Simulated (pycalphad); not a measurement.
Source of the numbers: pycalphad with the COST 507 light-alloy database (1999); pressure 1 atm. The data set is of 1999 and partly superseded. Phase fractions are per mole of atoms. Kinetics are ignored, which matters at the lower temperatures.

Problem. Give the equilibrium state of Ti-1.08Hf-6.46B (at.%) at 1450 K.

Solution. 
```
T = 1450.00 K, P = 101325 Pa, N = 1 mol of atoms
G = -86365 J/mol, H = 27335 J/mol, S = 78.41 J/(mol K)  (SER reference)
chemical potentials (J/mol): Ti -78312, Hf -153216, B -190442
phase             fraction      x(Ti)      x(Hf)       x(B)
BCC_A2              0.8738     0.9861     0.0122     0.0017
BM                  0.1262     0.4991   0.000912     0.5000
```

Problem. Give the equilibrium state of Ti-1.08Hf-6.46B (at.%) at 700 K.

Solution. HCP_A3, fraction 0.871, with 1.2 Hf, 0.03 B at.%; BM, fraction 0.129, with 0.04 Hf, 50.0 B at.%.

Database names, with the compositions (at.%) that they take in these runs: BM: Ti 50 B 50. BCC_A2 is bcc; HCP_A3 is hcp.
